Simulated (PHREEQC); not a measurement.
A solution holds 0.0083 mol/kgw NH4Cl and 0.0017 mol/kgw Na2SO4, at 25 °C. Closed to the air; pH follows from the charge balance.

The numbers come from PHREEQC with the ion-association model, wateq4f.dat.

Precipitation was switched off in this run.

Problem. Order these S species by the share of S that they hold, largest first: NH4SO4-, NaSO4-, SO4-2.

Solution. SO4-2 (93 %), NH4SO4- (6.2 %), NaSO4- (1.00 %)

The pH is 5.73 and the ionic strength 0.0132 mol/kgw.
